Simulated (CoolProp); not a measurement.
Saturation properties of propylene (Tc = 91.1 °C, pc = 4555 kPa, ω = 0.146).

The numbers come from the reference Helmholtz-energy equation of state, Lemmon 2013 in CoolProp.

```json
[
 {"T (°C)": "-36.15", "p (kPa)": "165.9", "enthalpy of vaporisation (kJ/kg)": "425.8", "liquid cp (kJ/(kg K))": "2.236", "surface tension (mN/m)": "15.1", "liquid viscosity (µPa s)": "173", "vapour viscosity (µPa s)": "6.67"},
 {"T (°C)": "-26.65", "p (kPa)": "240.2", "enthalpy of vaporisation (kJ/kg)": "414.2", "liquid cp (kJ/(kg K))": "2.280", "surface tension (mN/m)": "13.8", "liquid viscosity (µPa s)": "156", "vapour viscosity (µPa s)": "6.95"},
 {"T (°C)": "-17.05", "p (kPa)": "338.6", "enthalpy of vaporisation (kJ/kg)": "401.8", "liquid cp (kJ/(kg K))": "2.331", "surface tension (mN/m)": "12.5", "liquid viscosity (µPa s)": "142", "vapour viscosity (µPa s)": "7.24"},
 {"T (°C)": "-7.45", "p (kPa)": "464.5", "enthalpy of vaporisation (kJ/kg)": "388.6", "liquid cp (kJ/(kg K))": "2.389", "surface tension (mN/m)": "11.2", "liquid viscosity (µPa s)": "129", "vapour viscosity (µPa s)": "7.55"},
 {"T (°C)": "2.15", "p (kPa)": "622.5", "enthalpy of vaporisation (kJ/kg)": "374.3", "liquid cp (kJ/(kg K))": "2.457", "surface tension (mN/m)": "9.89", "liquid viscosity (µPa s)": "118", "vapour viscosity (µPa s)": "7.90"},
 {"T (°C)": "11.75", "p (kPa)": "817.0", "enthalpy of vaporisation (kJ/kg)": "358.8", "liquid cp (kJ/(kg K))": "2.535", "surface tension (mN/m)": "8.64", "liquid viscosity (µPa s)": "108", "vapour viscosity (µPa s)": "8.28"},
 {"T (°C)": "21.35", "p (kPa)": "1053", "enthalpy of vaporisation (kJ/kg)": "341.8", "liquid cp (kJ/(kg K))": "2.629", "surface tension (mN/m)": "7.41", "liquid viscosity (µPa s)": "98.4", "vapour viscosity (µPa s)": "8.72"},
 {"T (°C)": "30.85", "p (kPa)": "1332", "enthalpy of vaporisation (kJ/kg)": "323.2", "liquid cp (kJ/(kg K))": "2.742", "surface tension (mN/m)": "6.23", "liquid viscosity (µPa s)": "89.9", "vapour viscosity (µPa s)": "9.22"},
 {"T (°C)": "40.45", "p (kPa)": "1665", "enthalpy of vaporisation (kJ/kg)": "302.3", "liquid cp (kJ/(kg K))": "2.889", "surface tension (mN/m)": "5.07", "liquid viscosity (µPa s)": "81.8", "vapour viscosity (µPa s)": "9.83"},
 {"T (°C)": "50.05", "p (kPa)": "2056", "enthalpy of vaporisation (kJ/kg)": "278.5", "liquid cp (kJ/(kg K))": "3.089", "surface tension (mN/m)": "3.95", "liquid viscosity (µPa s)": "74.1", "vapour viscosity (µPa s)": "10.6"}
]
```

It boils at -47.6 °C under 1 atm.

Viscosity comes from a separate model (Huber 2003), an estimate that may be off by 10 % or more. Surface tension comes from a separate correlation (Mulero 2012).
